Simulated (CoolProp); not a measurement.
Values from CoolProp's reference Helmholtz-energy equation of state, Jacobsen 1992.

Question: Give the vapour pressure (bar), liquid density (kg/m³), vapour density (kg/m³), surface tension (mN/m) of saturated R11 at 79.65, 105.15 °C.

Answer: 
```json
[
 {"T (°C)": "79.65", "p (bar)": "5.19", "liquid density (kg/m³)": "1340", "vapour density (kg/m³)": "27.4", "surface tension (mN/m)": "11.1"},
 {"T (°C)": "105.15", "p (bar)": "9.19", "liquid density (kg/m³)": "1260", "vapour density (kg/m³)": "48.3", "surface tension (mN/m)": "8.19"}
]
```

Surface tension comes from a separate correlation (Mulero 2012).
